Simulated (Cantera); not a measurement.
A closed system holds: 1 mol CuO, 4.5 mol C, 13 mol N₂, held at 1975 K and 0.0550 bar.

Equilibrium computed with Cantera from the NASA thermochemical tables; the gas is ideal and each condensed phase is pure. Candidate condensed phases: C, Cu, CuO, Cu₂O; 27 gas species. Equilibrium is a limit: real reactors are often held back by kinetics, nucleation or transport.

Base state: N₂ 0.871, CO 0.0670, Cu 0.0619, Cu₂ 0.000234 (mole fractions); condensed: C(graphite) + Cu(l).

What changes in the equilibrium state with this change: pressure from 0.0550 bar to 1.00 bar?


```json
[
 {"species": "N₂", "before": "0.871", "after": "0.925"},
 {"species": "CO", "before": "0.0670", "after": "0.0712"},
 {"species": "Cu", "before": "0.0619", "after": "0.00340"},
 {"species": "Cu₂", "before": "0.000234", "after": "1.29e-5"},
 {"species": "C(graphite), mol", "before": "3.50", "after": "3.50"},
 {"species": "Cu(l), mol", "before": "0.0695", "after": "0.952"}
]
```
